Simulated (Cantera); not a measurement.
Cantera run:

```python
import numpy as np
import cantera as ct

gas_names = """
    B BH BH2 BH3 BN BO BO2 B2 B2O B2O2 B2O3 B3O3H3 H HBO HBO2 HNO HNO2 HNO3 HO2 H2 H2O H2O2 H3B3O6 N NH
    NH2 NH3 NH2OH NO NO2 NO3 N2 N2H2 N2H4 N2O O OH O2 O3
""".split()
cond_names = """
    B(b) B(L) BN(s) B2O3(L) B3O3H3(cr) H2O(s) H2O(L)
""".split()


# ... load() reads the species with a 1 bar reference pressure and builds the phases ...
atoms = {
    'B2O3': {'B': 2, 'O': 3},
    'H2O': {'H': 2, 'O': 1},
    'N2': {'N': 2},
}
top_T = {'BN(s)': 3200}  # K; cautious upper limits of use, not melting points


# ... equilibrate(T, P, feed) seeds the gas with the atoms and calls Mixture.equilibrate('TP', solver="vcs", rtol=1e-11, max_steps=5000) ...
results = []
feed = {'B2O3': 1, 'H2O': 2.8, 'N2': 14}  # mol
T = 1798  # K
P = 1333.22  # Pa
mix = equilibrate(T, P, feed)
results.append((T, P, feed, dict(zip(mix.species_names, mix.species_moles))))
print(gas.report(threshold=1e-05))
for i in range(1, mix.n_phases):
    print(f"{mix.phase(i).name:16s} {mix.phase_moles(i):12.5e} mol")
```

Output:

```
       temperature   1798 K
          pressure   1333.2 Pa
           density   0.0025631 kg/m^3
  mean mol. weight   28.74 kg/kmol
   phase of matter   gas

                          1 kg             1 kmol
                     ---------------   ---------------
          enthalpy       -1.0667e+06       -3.0657e+07  J
   internal energy       -1.5869e+06       -4.5606e+07  J
           entropy             10515        3.0221e+05  J/K
    Gibbs function       -1.9973e+07       -5.7402e+08  J
 heat capacity c_p            1444.6             41518  J/K
 heat capacity c_v            1155.3             33203  J/K

                      mass frac. Y      mole frac. X     chem. pot. / RT
                     ---------------   ---------------   ---------------
               BO2        0.00080956        0.00054351           -64.542
              B2O3          0.016224         0.0066978           -109.04
                 H        4.7072e-06        0.00013421           -14.855
              HBO2            0.1498          0.098259           -79.397
                H2        0.00013589         0.0019372           -29.711
               H2O          0.066266           0.10572           -49.754
                NO        0.00023461        0.00022471           -35.617
                N2           0.76552           0.78535           -31.146
                 O        1.4384e-05        2.5838e-05           -20.044
                OH        0.00028488        0.00048142           -34.899
                O2        0.00069514        0.00062435           -40.087
     [  +28 minor]         1.001e-05        1.0348e-05

B(b)              0.00000e+00 mol
BN(s)             0.00000e+00 mol
B2O3(L)           0.00000e+00 mol
B3O3H3(cr)        0.00000e+00 mol
```

Cantera equilibrium calculation (NASA polynomials, part measured and part estimated; ideal gas, pure solids and liquids).
